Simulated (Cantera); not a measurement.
Standard-state values (1 bar) from the NASA 1993 polynomials, evaluated with Cantera. Values are per mole of reaction as written; species without (g) are pure solids or liquids, kept so even where they would boil at 1 bar.

a) 1.333 Ti + O2(g) = 0.6667 Ti2O3
b) 4 Al + O2(g) = 2 Al2O(g)
c) Ta + O2(g) = TaO2(g)
d) 1.143 Ti + O2(g) = 0.2857 Ti4O7
e) 0.6667 Cr + O2(g) = 0.6667 CrO3(g)
f) 0.8 Ta + O2(g) = 0.4 Ta2O5
g) Zr + O2(g) = ZrO2(g)

Problem. Order these by ΔG° at 2450 K, most negative first.

Solution. a (-591 kJ), b (-583 kJ), d (-563 kJ), f (-421 kJ), g (-328 kJ), c (-260 kJ), e (-72 kJ)
